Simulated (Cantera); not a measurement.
Input: 1 mol Al(CH3)3, 10 mol N2O, 100 mol H2, held at 750 Torr.

These are equilibrium values from Cantera (NASA tables, ideal gas, pure condensed phases), not measurements of a reactor. Candidate condensed phases: Al, AlN, Al2O3, C, C6H6, C7H8, C8H18, H2O; 148 gas species. The feed counts by its element totals alone. Gases not in the tables: Al(OH)3. Rates play no part.

x: gas mole fraction; n: condensed amount in mol.

```
T (°C)   x H2    x N2   x H2O     x CO       x CH4         x H  n Al2O3(s)
------  -----  ------  ------  -------  ----------  ----------  ----------
675     0.824  0.0876  0.0619  0.00996      0.0150    4.76e-10       0.500
775     0.840  0.0856  0.0485   0.0214     0.00285     7.08e-9       0.500
875     0.843  0.0851  0.0461   0.0241    0.000358     6.58e-8       0.500
975     0.843  0.0851  0.0460   0.0246     5.50e-5     4.29e-7       0.500
1075    0.843  0.0851  0.0461   0.0248     1.10e-5     2.12e-6       0.500
1175    0.843  0.0851  0.0462   0.0250     2.73e-6     8.46e-6       0.500
1275    0.843  0.0851  0.0463   0.0250     8.16e-7     2.83e-5       0.500
1375    0.843  0.0851  0.0464   0.0251  (withheld)  (withheld)       0.500
1475    0.843  0.0851  0.0464   0.0251     1.11e-7    0.000210       0.500
1575    0.842  0.0851  0.0464   0.0252  (withheld)  (withheld)       0.500
1675    0.842  0.0851  0.0465   0.0252     2.30e-8     0.00104       0.500
1775    0.841  0.0850  0.0465   0.0252     1.18e-8     0.00205       0.500
1875    0.839  0.0849  0.0464   0.0252     6.43e-9     0.00382       0.500
```

Some entries are withheld; supply them.


- 1375, x CH4: 2.83e-7
- 1375, x H: 8.18e-5
- 1575, x CH4: 4.83e-8
- 1575, x H: 0.000487
